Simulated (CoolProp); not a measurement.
Saturation properties of acetone.

Model: reference Helmholtz-energy equation of state, Lemmon 2006, in CoolProp. It is a short technical equation, of lower accuracy than the large ones.

| T (K) | p (MPa) | liquid cp (kJ/(kg K)) | vapour Z | surface tension (mN/m) |
|---|---|---|---|---|
| 359.3 | 0.2568 | 2.333 | 0.9090 | 15.2 |
| 376.2 | 0.4024 | 2.403 | 0.8804 | 13.2 |
| 393 | ? | 2.482 | 0.8467 | 11.3 |
| 409.8 | 0.8713 | 2.576 | 0.8070 | 9.42 |
| 426.7 | 1.224 | ? | 0.7603 | 7.57 |
| 443.5 | 1.673 | ? | 0.7059 | 5.79 |
| 460.3 | 2.236 | 3.072 | 0.6416 | 4.08 |
| 477.2 | 2.941 | 3.487 | 0.5629 | ? |
| 494 | 3.806 | ? | 0.4596 | 0.990 |

Question: What belongs in the gaps?

Answer: 
- 393, p (MPa): 0.6028
- 426.7, liquid cp (kJ/(kg K)): 2.693
- 443.5, liquid cp (kJ/(kg K)): 2.846
- 477.2, surface tension (mN/m): 2.46
- 494, liquid cp (kJ/(kg K)): 4.744

It boils at 329.2 K under 1 atm.

Surface tension comes from a separate correlation (Mulero 2012).
